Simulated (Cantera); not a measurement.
Charge: 1 mol B₂H₆, 0.91 mol N₂, equilibrated at 0.000180 bar.

Cantera equilibrium calculation (NASA polynomials, part measured and part estimated; ideal gas, pure solids and liquids). Candidate condensed phases: B, BN; 15 gas species. The feed counts by its element totals alone. Mutual solubility and eutectic melting of coexisting phases are not modelled. The tables' values for BH₂ are old estimates; treat these amounts as uncertain. The numbers say what is thermodynamically allowed, not how fast it happens. All values below are at 1698 K.

Base state: H₂ 0.986, H 0.0107, N₂ 0.00321, BH₂ 5.93e-5 (mole fractions); condensed: B(s) + BN(s).

Task: What changes in the equilibrium state with this change: 0.033 mol O₂ added?

Result: 
```
species      before    after
----------  -------  -------
H₂            0.986    0.966
HBO               0   0.0157
H            0.0107   0.0106
BO                0  0.00345
B₂O₂              0  0.00118
B₂O               0  2.02e-5
BH₂         5.93e-5  5.81e-5
B(s), mol     0.199    0.133
BN(s), mol     1.80     1.80
```
Further candidate phases: B₂O₃, B₃O₃H₃, H₂O.
